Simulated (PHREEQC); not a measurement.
Make-up at 25 °C: 0.21 mol CuCl2, 0.0036 mol H2SO4 and 0.0087 mol H3BO3 per kg of water. It is in equilibrium with CO2 at log p = 0 (atm). Otherwise closed; pH follows from the charge balance.

Equilibrium calculation in PHREEQC: ion-association model, phreeqc.dat.

Precipitation was switched off in this run.

**Question.** Predict the pH, activity of water.

**Answer.** pH 2.27; activity of water 0.989.

**Question.** In which forms is S present?

**Answer.** CuSO4 56 %, SO4-2 39 %, HSO4- 5.5 % of the S.
